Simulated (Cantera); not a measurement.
Mixture: CH3OH : O2 : N2 = 1 : 2.5 : 6.5 (molar parts), equivalence ratio 0.60, at 11300 Torr, adiabatic and at constant volume. Ignition delay is the time to a rise of 400 K.

Model: GRI-Mech 3.0 (53 species, 325 reactions), integrated in Cantera. GRI-Mech 3.0 was tuned for natural gas; its chemistry of methanol as a main component is partial and can be far from experiment. The pressure lies above the range GRI-Mech 3.0 was tuned for (to about 10 atm).

Question: Predict: delay at 1225 K; delay at 1275 K; delay at 1325 K; delay at 1375 K; delay at 1425 K; delay at 1475 K; delay at 1525 K; apparent activation energy between 1425 and 1525 K.

Answer: 
```json
{
  "delay at 1225 K": "0.742 ms",
  "delay at 1275 K": "0.342 ms",
  "delay at 1325 K": "0.168 ms",
  "delay at 1375 K": "87.5 µs",
  "delay at 1425 K": "48.3 µs",
  "delay at 1475 K": "28.0 µs",
  "delay at 1525 K": "17.1 µs",
  "apparent activation energy between 1425 and 1525 K": "190 kJ/mol"
}
```
